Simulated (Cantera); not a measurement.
Charge: 1 mol Ta, 5.3 mol O2, 3.1 mol N2, equilibrated at 877 °C and 13.3 mbar.

Cantera equilibrium calculation (NASA polynomials, part measured and part estimated; ideal gas, pure solids and liquids). Candidate condensed phases: Ta, Ta2O5; 12 gas species. Kinetics and transport are ignored.

Base state: O2 0.566, N2 0.433, NO 0.000160 (mole fractions); condensed: Ta2O5(s).

What changes in the equilibrium state with this change: temperature from 877 °C to 2600 °C?


| species | before | after |
|---|---|---|
| O | 5.42e-8 | 0.319 |
| N2 | 0.433 | 0.302 |
| O2 | 0.566 | 0.262 |
| TaO2 | <1e-9 | 0.0893 |
| NO | 0.000160 | 0.0281 |
| TaO | <1e-9 | 0.000210 |
| N | <1e-9 | 2.82e-5 |
| Ta2O5(s), mol | 0.500 | 0 |
| Ta2O5(l), mol | 0 | 0.0611 |
